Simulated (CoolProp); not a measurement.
Vapour-liquid equilibrium of ethanol (1) + cyclopentane (2) at 456.9 K; x and y are mole fractions of (1).

Computed with CoolProp (multi-fluid Helmholtz-energy mixture model, Schroeder 2014 and Gedanitz 2015; pair parameters Bell 2016).

```
x     bubble pressure (kPa)  y at the bubble point  dew pressure at overall composition x (kPa)  liquid density (mol/L)
----  ---------------------  ---------------------  -------------------------------------------  ----------------------
0.05                   2398                  0.130                                         2189                   7.672
0.2                    2904                  0.311                                         2594                   7.736
0.35                   3050                  0.392                                         2990                   8.040
0.5                    3050                  0.458                                         3001                   8.730
0.65                   2922                  0.546                                         2714                   9.748
0.8                    2626                  0.694                                         2430                   10.97
0.95                   2247                  0.918                                         2205                   12.33
```

y crosses x between x = 0.35 and 0.5: the model has an azeotrope there.

Pair parameters are fitted to limited data, so mixtures are less certain than the pure fluids.
